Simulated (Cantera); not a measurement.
Feed: 1 mol BCl3, 2 mol O2, equilibrated at 2473 K and 3.10 mbar.

Method: chemical equilibrium by Gibbs-energy minimisation in Cantera with the NASA 1993 tables (ideal gas, pure condensed phases). Candidate condensed phases: B, B2O3; 18 gas species. The tables' values for BOCl are old estimates; treat these amounts as uncertain. Rates play no part.

Base state: Cl 0.573, O2 0.177, O 0.0957, BO2 0.0918, B2O3 0.0386, BO 0.0175, BOCl 0.00678, ClO 0.000151 (mole fractions); condensed: gas only.

Question: What changes in the equilibrium state with this change: 0.29 mol HF added?

Answer: 
```json
[
 {"species": "Cl", "before": "0.573", "after": "0.521"},
 {"species": "O2", "before": "0.177", "after": "0.177"},
 {"species": "O", "before": "0.0957", "after": "0.0957"},
 {"species": "BOF", "before": "0", "after": "0.0511"},
 {"species": "HCl", "before": "0", "after": "0.0273"},
 {"species": "HBO2", "before": "0", "after": "0.0101"},
 {"species": "B2O3", "before": "0.0386", "after": "0.0199"},
 {"species": "BO", "before": "0.0175", "after": "0.0126"},
 {"species": "BO2", "before": "0.0918", "after": "0.0660"},
 {"species": "H", "before": "0", "after": "0.00595"},
 {"species": "OH", "before": "0", "after": "0.00537"},
 {"species": "HF", "before": "0", "after": "0.00221"},
 {"species": "H2O", "before": "0", "after": "0.000993"}
]
```
Further candidate phases: B3O3H3, H2O.
